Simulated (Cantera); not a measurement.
What does this Cantera script print?

```python
import numpy as np
import cantera as ct

gas_names = """
    H H2 Si SiH SiH2 SiH3 SiH4 Si2 Si3
""".split()
cond_names = """
    Si(cr) Si(L)
""".split()


def load(file, names, dense=False):
    # The tables refer to 1 bar. Condensed volumes are neglected.
    table = {s.name: s for s in ct.Species.list_from_file(file)}
    out = []
    for n in names:
        d = dict(table[n].input_data)
        d["thermo"] = dict(d["thermo"], **{"reference-pressure": 1e5})
        if dense:
            d["equation-of-state"] = {"model": "constant-volume", "density": "1e6 g/cm^3"}
        out.append(ct.Species.from_dict(d))
    return out


gas = ct.Solution(thermo="ideal-gas", species=load("nasa_gas.yaml", gas_names))
cond = {s.name: ct.Solution(thermo="fixed-stoichiometry", species=[s], name=s.name)
        for s in load("nasa_condensed.yaml", cond_names, dense=True)}
atoms = {
    'SiH4': {'Si': 1, 'H': 4},
    'H2': {'H': 2},
}
top_T = {}  # K; cautious upper limits of use, not melting points


def equilibrate(T, P, feed):
    n = {}
    for name, mol in feed.items():
        for a, k in atoms[name].items():
            n[a] = n.get(a, 0.0) + k * mol
    gas.TPX = T, P, n
    mass = sum(n.values()) * gas.mean_molecular_weight
    gas.equilibrate("TP")
    valid = [c for c in cond.values() if c.min_temp <= T <= top_T.get(c.name, c.max_temp)]
    mix = ct.Mixture([(gas, mass / gas.mean_molecular_weight)] + [(c, 0.0) for c in valid])
    mix.T, mix.P = T, P
    mix.equilibrate("TP", solver="vcs", rtol=1e-11, max_steps=5000)
    return mix


results = []
feed = {'SiH4': 1, 'H2': 920}  # mol
T = 998.15  # K
P = 2300  # Pa
mix = equilibrate(T, P, feed)
results.append((T, P, feed, dict(zip(mix.species_names, mix.species_moles))))
print(gas.report(threshold=1e-06))
for i in range(1, mix.n_phases):
    print(f"{mix.phase(i).name:16s} {mix.phase_moles(i):12.5e} mol")
```

Result:

```
       temperature   998.15 K
          pressure   2300 Pa
           density   0.00055871 kg/m^3
  mean mol. weight   2.016 kg/kmol
   phase of matter   gas

                          1 kg             1 kmol
                     ---------------   ---------------
          enthalpy        1.0233e+07        2.0631e+07  J
   internal energy        6.1169e+06        1.2332e+07  J
           entropy             97988        1.9754e+05  J/K
    Gibbs function       -8.7573e+07       -1.7655e+08  J
 heat capacity c_p             14962             30163  J/K
 heat capacity c_v             10838             21849  J/K

                      mass frac. Y      mole frac. X     chem. pot. / RT
                     ---------------   ---------------   ---------------
                H2                 1                 1           -21.273
     [   +8 minor]        1.5849e-07        2.3748e-08

Si(cr)            9.99991e-01 mol
```

These are equilibrium values from Cantera (NASA tables, ideal gas, pure condensed phases), not measurements of a reactor.
